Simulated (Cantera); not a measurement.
An isothermal, constant-pressure homogeneous reactor starts with 0.596 % H2, 99.4 % O2, at 1425 K and 0.0263 atm.

Model: the H2/O2 subset of GRI-Mech 3.0, which has no nitrogen chemistry, integrated in Cantera. Radical loss at walls, strong at low pressure, is not modelled.

x: mole fraction; the columns are a selection and need not sum to one.

| t (s) | x H2 | x O2 | x H2O | x HO2 | x H |
|---|---|---|---|---|---|
| 3.00e-6 | 0.00596 | 0.994 | <1e-12 | 1.17e-9 | 9.95e-10 |
| 1.18e-5 | 0.00596 | 0.994 | 4.31e-11 | 4.58e-9 | 2.60e-9 |
| 4.60e-5 | 0.00596 | 0.994 | 1.42e-9 | 1.79e-8 | 4.20e-9 |
| 0.000180 | 0.00596 | 0.994 | 3.40e-8 | 7.02e-8 | 8.73e-9 |
| 0.000706 | 0.00596 | 0.994 | 1.39e-6 | 2.74e-7 | 8.86e-8 |
| 0.00277 | … | 0.991 | … | … | … |
| 0.0108 | … | 0.988 | 0.00549 | 4.35e-7 | … |
| 0.0425 | 1.19e-5 | 0.989 | 0.00553 | 4.03e-7 | 7.51e-5 |
| 0.166 | 7.38e-6 | 0.991 | 0.00564 | 3.07e-7 | 3.62e-5 |
| 0.652 | 2.21e-6 | 0.993 | 0.00581 | 1.46e-7 | 5.77e-6 |
| 2.55 | 3.16e-7 | 0.994 | 0.00592 | 4.31e-8 | 3.07e-7 |
| 10.0 | 4.40e-8 | 0.994 | 0.00596 | 3.01e-8 | 1.59e-8 |

Problem. Some entries are withheld; supply them.

Solution. 
- 0.00277, x H2: 0.00240
- 0.00277, x H2O: 0.00275
- 0.00277, x HO2: 7.42e-7
- 0.00277, x H: 0.000128
- 0.0108, x H2: 1.37e-5
- 0.0108, x H: 9.33e-5
